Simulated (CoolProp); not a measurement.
Vapour-liquid equilibrium of dimethyl ether (1) + n-perfluorobutane (2) at 12.8 bar; x and y are mole fractions of (1).

Computed with CoolProp (multi-fluid Helmholtz-energy mixture model, Wu 2011 and Gao 2022; pair parameters Bell 2016).

```tsv
x	bubble temperature (K)	y at the bubble point	dew temperature at overall composition x (K)	liquid density (mol/L)
0.05	351.4	0.130	355.4	5.296
0.2	335.2	0.438	347.9	6.132
0.35	326.2	0.595	340.1	6.917
0.5	322.5	0.667	331.7	7.772
0.65	321.1	0.711	323.2	8.882
0.8	321.1	0.761	321.8	10.42
0.95	324.4	0.896	326.2	12.47
```

y crosses x between x = 0.65 and 0.8: the model has an azeotrope there.

Pair parameters are fitted to limited data, so mixtures are less certain than the pure fluids. With so large a gap from Raoult's law the liquid may split in two, which this calculation doesn't test in full.
